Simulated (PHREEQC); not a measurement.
## Polishing slurry liquid: speciation

Dissolve 0.015 mol HNO3 and 0.015 mol CO2 per kg of water at 36 °C. Closed to the air; pH follows from the charge balance.

Computed with PHREEQC (ion-association model, phreeqc.dat).

Each row changes one thing in this solution. This is a speciation only: nothing precipitates in the calculation.

```tsv
case	pH	ionic strength (mol/kgw)	(CO2)2 (mol/kgw)	HCO3- (mol/kgw)
as made	1.87	0.0150	5.82e-6	6.20e-7
0.025 mol/kgw Al(NO3)3 added	1.92	0.165	6.02e-6	8.42e-7
HNO3 left out	4.07	8.66e-5	5.73e-6	8.66e-5
CO2 replaced by Na2CO3 at the same molality	8.05	0.0299	1.29e-9	0.0144
HNO3 from 0.015 to 0.0225 mol/kgw	1.70	0.0225	5.83e-6	4.30e-7
diluted 100-fold with water	3.83	0.000150	5.77e-10	5.04e-7
```

Species that the database lacks are ignored. Away from 25 °C the constants follow the database's enthalpies or fits; those with neither stay at their 25 °C values.
